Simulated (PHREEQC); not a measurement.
PHREEQC input (ion-association model, phreeqc.dat):

```
SOLUTION_SPECIES
  SO4-2 + 9 H+ + 8 e- = HS- + 4 H2O  # shut off: sulfate is not reduced
    -log_k -100
    -delta_h 0
    -analytic -100
SOLUTION 1
  temp 25
  units mol/kgw
  pH 7 charge
  S(6) 0.0444
  Cd 0.037
SOLUTION 2
  temp 25
  units mol/kgw
  pH 7 charge
  Cl 0.36
  Fe(2) 0.18
END
SELECTED_OUTPUT 1
  -reset false
  -pH true
  -pe true
  -ionic_strength true
  -water true
  -totals Cd Cl Fe S Fe(2) Fe(3) S(-2) S(6)
  -molalities H+ Fe+2 Cl- SO4-2 Cd+2 OH- O2 HSO4- S-2 HS-
    H2S FeOH+ Fe(OH)3- FeCl+ FeSO4 FeHSO4+ Fe(HS)2 Fe(HS)3- Fe+3 FeOH+2
    Fe(OH)2+ Fe(OH)3 Fe(OH)4- Fe(OH)2 Fe2(OH)2+4 Fe3(OH)4+5 FeCl+2 FeCl2+ FeCl3 FeSO4+
    FeHSO4+2 Fe(SO4)2- CdOH+ Cd(OH)2 Cd(OH)3- Cd(OH)4-2 Cd2OH+3 CdOHCl CdCl+ CdCl2
    CdCl3- CdSO4 Cd(SO4)2-2 CdHS+ Cd(HS)2 Cd(HS)3- Cd(HS)4-2
  -saturation_indices Melanterite Cd(OH)2
PRINT
  -reset false
MIX 1
  1 1
  2 0
END
# ... the last block is repeated for the other 10 points of share of solution B
```

Selected output (columns that matter, 11 of 11 rows; share of solution B added in front):

```
share of solution B	pH	mu	Cd	Cl	Fe	S	m_H+	m_Fe+2	m_Cl-	m_SO4-2	m_Cd+2	m_OH-	si_Melanterite	si_Cd(OH)2
0	2.1426	0.087561	0.037	0	0	0.0444	0.008668	0	0	0.017746	0.019406	1.8194e-12	-1000	-11.49
0.1	2.1907	0.11278	0.0333	0.036	0.018	0.03996	0.0078569	0.012286	0.02431	0.017837	0.012611	2.0832e-12	-2.3138	-11.613
0.2	2.2276	0.14369	0.0296	0.072	0.036	0.03552	0.007304	0.02612	0.053478	0.016369	0.0085087	2.325e-12	-2.0923	-11.74
0.3	2.2639	0.18021	0.0259	0.108	0.054	0.03108	0.0067934	0.04153	0.085864	0.01425	0.0058267	2.5898e-12	-2.0174	-11.857
0.4	2.3071	0.22126	0.0222	0.144	0.072	0.02664	0.0062118	0.058051	0.12031	0.01201	0.004003	2.9265e-12	-2.0078	-11.954
0.5	2.3626	0.26547	0.0185	0.18	0.09	0.0222	0.0055145	0.075202	0.15603	0.0098381	0.0027265	3.3949e-12	-2.0376	-12.024
0.6	2.4364	0.31173	0.0148	0.216	0.108	0.01776	0.0046886	0.092665	0.19256	0.0077652	0.0018109	4.0986e-12	-2.0996	-12.064
0.7	2.5385	0.35931	0.0111	0.252	0.126	0.01332	0.0037302	0.11025	0.22964	0.0057719	0.0011415	5.2723e-12	-2.1977	-12.066
0.8	2.692	0.40773	0.0074	0.288	0.144	0.00888	0.0026352	0.12787	0.26713	0.0038303	0.00064576	7.6184e-12	-2.3517	-12.008
0.9	2.9701	0.4567	0.0037	0.324	0.162	0.00444	0.001396	0.14547	0.30494	0.0019142	0.00027612	1.4649e-11	-2.6335	-11.819
1	5.4225	0.50601	0	0.36	0.18	0	4.9474e-06	0.163	0.34301	0	0	4.2023e-09	-1000	-1000
```

Species that the database lacks are ignored.
